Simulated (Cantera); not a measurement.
An isothermal, constant-pressure homogeneous reactor starts with 10.1 % H2, 15.8 % O2, 74.1 % N2, equivalence ratio 0.32, at 1050 K and 13300 Pa.

Computed with Cantera and GRI-Mech 3.0 (53 species, 325 reactions). The temperature is held fixed by assumption; the heat of reaction is taken as removed at once.

One state of this run: x H2 = 1.82e-6; x O2 = 0.113; x NO = 1.56e-6; x NO2 = 3.80e-8; x N2O = 2.30e-8; x H2O2 = 6.99e-8. x: mole fraction; the columns are a selection and need not sum to one.

Task: Which value of t (s) does it belong to?
A. 3.05e-6
B. 0.0703
C. 0.00754
D. 1.00e-6

Result: B, 0.0703
